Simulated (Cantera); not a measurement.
Mixture: CH₄ : C₂H₆ : O₂ : N₂ : CO₂ = 1 : 0.29 : 3.82 : 14.3 : 1.8 (molar parts), at 11.0 bar, adiabatic and at constant pressure. Ignition delay is the time to a rise of 400 K.

Detailed kinetics in Cantera: GRI-Mech 3.0 (53 species, 325 reactions).

**Question.** What does this change do: O2 3.82 to 2.4 parts?

**Answer.** 
```tsv
quantity	before	after
delay at 1123 K	2.78 ms	2.88 ms
delay at 1173 K	1.21 ms	1.29 ms
delay at 1223 K	0.561 ms	0.626 ms
delay at 1273 K	0.280 ms	0.331 ms
delay at 1323 K	0.151 ms	0.191 ms
delay at 1373 K	87.5 µs	0.118 ms
apparent activation energy between 1273 and 1373 K	170 kJ/mol	150 kJ/mol
```

**Question.** What does this change do: constant volume in place of constant pressure?

**Answer.** 
| quantity | before | after |
|---|---|---|
| delay at 1123 K | 2.78 ms | 2.66 ms |
| delay at 1173 K | 1.21 ms | 1.15 ms |
| delay at 1223 K | 0.561 ms | 0.529 ms |
| delay at 1273 K | 0.280 ms | 0.262 ms |
| delay at 1323 K | 0.151 ms | 0.139 ms |
| delay at 1373 K | 87.5 µs | 80.0 µs |
| apparent activation energy between 1273 and 1373 K | 170 kJ/mol | 170 kJ/mol |
